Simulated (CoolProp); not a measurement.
Octamethyltrisiloxane (MDM) along the isobar 67.8 bar: fugacity coefficient from the reference equation and from simpler models built on Tc = 565.4 K, pc = 14.38 bar, ω = 0.528; each cubic takes its own stable root.

Values from CoolProp's reference Helmholtz-energy equation of state, Thol 2017.

| T (K) | phase | reference | Redlich-Kwong | Peng-Robinson |
|---|---|---|---|---|
| 484.3 | liquid | 0.08592 | 0.1308 | 0.08325 |
| 491.3 | liquid | … | 0.1408 | 0.09323 |
| 498.2 | liquid | 0.1068 | 0.1510 | 0.1037 |
| 505.2 | liquid | 0.1184 | 0.1617 | … |
| 512.2 | liquid | … | 0.1726 | 0.1271 |
| 519.2 | liquid | 0.1434 | 0.1837 | 0.1398 |
| 526.2 | liquid | … | 0.1951 | 0.1531 |
| 533.1 | liquid | 0.1707 | 0.2066 | 0.1668 |
| 540.1 | liquid | 0.1853 | 0.2184 | 0.1814 |
| 547.1 | liquid | 0.2004 | 0.2304 | 0.1964 |
| 554.1 | liquid | … | 0.2426 | 0.2120 |
| 561 | liquid | 0.2319 | 0.2547 | … |
| 568 | supercritical | 0.2484 | 0.2672 | 0.2444 |
| 575 | supercritical | 0.2653 | 0.2797 | … |

Q: Some entries are withheld; supply them.

A: 
- 491.3, reference: 0.09611
- 505.2, Peng-Robinson: 0.1151
- 512.2, reference: 0.1305
- 526.2, reference: 0.1568
- 554.1, reference: 0.2161
- 561, Peng-Robinson: 0.2279
- 575, Peng-Robinson: 0.2613
